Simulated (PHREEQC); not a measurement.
## Sulfide liquor (model solution)

Solution (25 °C): 0.00064 mol H2S, 0.00089 mol HCl and 0.025 mol ZnCl2 per kg of water. Closed to the air; pH follows from the charge balance.

Computed with PHREEQC (ion-association model, wateq4f.dat).

Each row changes one thing in this solution. This is a speciation only: nothing precipitates in the calculation.

```tsv
case	pH	ionic strength (mol/kgw)	H2S (mol/kgw)	HS- (mol/kgw)
as made	2.91	0.0728	6.10e-5	7.33e-9
diluted 10-fold with water	3.87	0.00751	5.26e-6	4.85e-9
HCl replaced by MnCl2 at the same molality	3.29	(withheld)	2.63e-5	7.59e-9
ZnCl2 left out	3.06	0.000890	0.000640	8.79e-8
HCl from 0.00089 to 0.00133 mol/kgw	2.80	0.0732	7.75e-5	7.24e-9
diluted 5-fold with water	3.58	0.0149	1.09e-5	5.33e-9
temperature from 25 to 90 °C	2.90	0.0585	2.96e-5	9.30e-9
temperature from 25 to 35 °C	2.91	0.0715	(withheld)	7.57e-9
```

### Question
Complete the blanks.

### Answer

- HCl replaced by MnCl2 at the same molality, ionic strength (mol/kgw): 0.0744
- temperature from 25 to 35 °C, H2S (mol/kgw): 4.81e-5

Some of these states are supersaturated (in ZnS(a), Sphalerite (slow to form), for instance). Constants without temperature data keep their 25 °C values here. The polysulfide entries of wateq4f.dat were taken out for this run.
